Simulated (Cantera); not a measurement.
Input (Python, Cantera):

```python
import numpy as np
import cantera as ct

gas = ct.Solution("gri30.yaml")


def delay(T, t_max=10):
    gas.TPX = T, 1700000, {'CH4': 1, 'C2H6': 0.075, 'O2': 5.26, 'N2': 19.8, 'H2O': 1.2}
    reactor = ct.IdealGasConstPressureReactor(gas, clone=False)
    net = ct.ReactorNet([reactor])
    net.rtol, net.atol = 1e-8, 1e-16
    while net.time < t_max:
        t_old, T_old = net.time, reactor.T
        net.step()
        if reactor.T > T + 400:  # ignition: a rise of 400 K
            return t_old + (T + 400 - T_old) / (reactor.T - T_old) * (net.time - t_old)
    return np.nan


taus = []
for T in [1200, 1275, 1350, 1425, 1500, 1575]:
    taus.append(delay(T))
    print(f"T0 = {T:6g} K   tau = {taus[-1]:.4e} s")
```

Result:

```
T0 =   1200 K   tau = 9.8892e-04 s
T0 =   1275 K   tau = 3.9511e-04 s
T0 =   1350 K   tau = 1.7523e-04 s
T0 =   1425 K   tau = 8.4621e-05 s
T0 =   1500 K   tau = 4.3717e-05 s
T0 =   1575 K   tau = 2.3861e-05 s
```

Computed with Cantera and GRI-Mech 3.0 (53 species, 325 reactions). The pressure lies above the range GRI-Mech 3.0 was tuned for (to about 10 atm).
